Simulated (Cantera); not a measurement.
A closed system holds: 1 mol Cu, 0.39 mol F₂, 0.79 mol N₂, at 1102 °C.

Cantera equilibrium calculation (NASA polynomials, part measured and part estimated; ideal gas, pure solids and liquids). Candidate condensed phases: Cu, CuF₂; 11 gas species. Each liquid is taken as pure. Mutual solubility and eutectic melting of coexisting phases are not modelled. Rates play no part.

Task: Which condensed phases are stable at each of these points (P (Pa)): 1, 5.20, 27, 140, 720, 3700, 19000, 100000?

Result: 
```
P (Pa)  condensed phases  Cu condensed (%)
------  ----------------  ----------------
1                  Cu(l)               7.9
5.20               Cu(l)              19.5
27                 Cu(l)              21.9
140                Cu(l)              23.6
720                Cu(l)              28.7
3700               Cu(l)              39.1
19000    Cu(l) + CuF₂(l)              84.5
100000   Cu(l) + CuF₂(l)              97.5
```

From 1.00e-5 bar to 0.0370 bar the condensed part is Cu(l). From 0.190 bar to 1.00 bar the condensed part is Cu(l) + CuF₂(l).
